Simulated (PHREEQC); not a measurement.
Nickel, zinc or cadmium bath

Make-up at 20 °C: 9.9 mmol/kgw Ni(NO3)2, 6.8 mmol/kgw H3BO3 and 0.18 mmol/kgw H2SO4. Closed to the air; pH follows from the charge balance.

Equilibrium calculation in PHREEQC: ion-association model, wateq4f.dat.

No solid was allowed to form.

### Question
Estimate the pH.

### Answer
pH 3.50.

### Question
In which forms is S present?

### Answer
SO4-2 66 %, NiSO4 33 %, HSO4- 1.1 % of the S.
